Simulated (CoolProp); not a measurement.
n-perfluorohexane along the isobar 2220 kPa: Z from the reference equation and from simpler models built on Tc = 448.0 K, pc = 1742 kPa, ω = 0.497; each cubic takes its own stable root.

Values from CoolProp's reference Helmholtz-energy equation of state, Gao 2022.

```
T (K)          phase  reference
-----  -------------  ---------
267.9         liquid     0.1904
288.1         liquid     0.1828
308.4         liquid     0.1767
328.6         liquid     0.1720
348.8         liquid     0.1687
369.1         liquid     0.1670
389.3         liquid     0.1672
409.5         liquid     0.1704
429.8         liquid     0.1792
450    supercritical     0.2075
```

Problem. How far does each simpler model (Soave-Redlich-Kwong, Peng-Robinson) lie from the reference over these 10 states: mean and median of the absolute difference, and the worst?

Solution. 
- Soave-Redlich-Kwong: mean 18.6 %, median 15.9 %, worst +31.1 % at 450 K and 2220 kPa
- Peng-Robinson: mean 5.4 %, median 2.6 %, worst +18.8 % at 450 K and 2220 kPa
